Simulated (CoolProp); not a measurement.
C2F6 (R116) along the isotherm 33.45 °C: Z from the reference equation and from simpler models built on Tc = 19.9 °C, pc = 30.48 bar, ω = 0.257; each cubic takes its own stable root.

The numbers come from the reference Helmholtz-energy equation of state, Lemmon 2006 in CoolProp. It is a short technical equation, of lower accuracy than the large ones.

| p (bar) | phase | reference |
|---|---|---|
| 0.241 | gas | 0.9977 |
| 0.389 | gas | 0.9964 |
| 0.629 | gas | 0.9941 |
| 1.02 | gas | 0.9904 |
| 1.64 | gas | 0.9845 |
| 2.65 | gas | 0.9748 |
| 4.28 | gas | 0.9588 |
| 6.92 | gas | 0.9321 |
| 11.2 | gas | 0.8862 |
| 18.1 | gas | 0.8041 |
| 29.2 | gas | 0.6371 |
| 47.2 | supercritical | 0.3126 |
| 76.2 | supercritical | 0.3987 |

How far does each simpler model (van der Waals, Redlich-Kwong, Soave-Redlich-Kwong, Peng-Robinson) lie from the reference over these 13 states: mean and median of the absolute difference, and the worst?


- van der Waals: mean 4.2 %, median 0.3 %, worst +28.8 % at 33.45 °C and 76.2 bar
- Redlich-Kwong: mean 1.6 %, median 0.2 %, worst +9.6 % at 33.45 °C and 47.2 bar
- Soave-Redlich-Kwong: mean 2.2 %, median 0.1 %, worst +16.4 % at 33.45 °C and 47.2 bar
- Peng-Robinson: mean 1.3 %, median 0.4 %, worst +7.4 % at 33.45 °C and 47.2 bar
